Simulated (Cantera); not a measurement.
A freely propagating, adiabatic, planar premixed flame of CO : H2 : O2 : N2 = 1 : 0.037 : 0.786 : 3.22 (molar parts), equivalence ratio 0.66, unburnt at 350 K and 278 Torr; mixture-averaged transport, grid criteria slope 0.08 and curve 0.16, no radiation.

Model: GRI-Mech 3.0 (53 species, 325 reactions), integrated in Cantera. Burning velocities carry a grid error of a few per cent, more on coarse grids.

Question: Predict: laminar burning velocity; thermal thickness; peak x(O).

Answer: 
| Quantity | Value |
|---|---|
| laminar burning velocity | 25.2 cm/s |
| thermal thickness | 3.29 mm |
| peak x(O) | 0.0133 |
